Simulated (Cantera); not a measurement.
Feed: 1 mol SiC, 0.32 mol O2, 220 mol N2, 4 mol CO2, equilibrated at 345 Torr.

Equilibrium computed with Cantera from the NASA thermochemical tables; the gas is ideal and each condensed phase is pure. Candidate condensed phases: C, Si, SiC, SiO2, Si2N2O, Si3N4; 34 gas species. The tables hold silica as quartz up to 1696 K and as liquid above; real silica turns to tridymite and cristobalite and melts near 1996 K. Equilibrium is a limit: real reactors are often held back by kinetics, nucleation or transport. All values below are at 1302 °C.

Base state: N2 0.978, CO 0.0149, CO2 0.00729 (mole fractions); condensed: SiO2(β-quartz).

Q: What changes in the equilibrium state with this change: SiC replaced by Si3N4?

A: 
| species | before | after |
|---|---|---|
| N2 | 0.978 | 0.982 |
| CO | 0.0149 | 0.0177 |
| SiO | 2.07e-8 | 4.26e-5 |
| CO2 | 0.00729 | 4.20e-6 |
| SiO2(β-quartz), mol | 1.000 | 2.09 |
| Si2N2O(s), mol | 0 | 0.450 |
Mutual solubility and eutectic melting of coexisting phases are not modelled.

Q: What changes in the equilibrium state with this change: CO2 from 4 to 0.032 mol?

A: 
```json
[
 {"species": "N2", "before": "0.978", "after": "0.999"},
 {"species": "CO", "before": "0.0149", "after": "0.000928"},
 {"species": "CO2", "before": "0.00729", "after": "<1e-9"},
 {"species": "SiO2(β-quartz), mol", "before": "1.000", "after": "0"},
 {"species": "C(graphite), mol", "before": "0", "after": "0.828"},
 {"species": "Si2N2O(s), mol", "before": "0", "after": "0.500"}
]
```
